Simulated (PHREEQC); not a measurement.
# Brine

Make-up at 25 °C: 0.164 mol/kgw Na2SO4 and 0.46 mol/kgw MgSO4. Closed to the air; pH follows from the charge balance.

Equilibrium calculation in PHREEQC: Pitzer model, pitzer.dat.

This is a speciation only: nothing precipitates in the calculation.

Predict the activity of water.

activity of water 0.985.
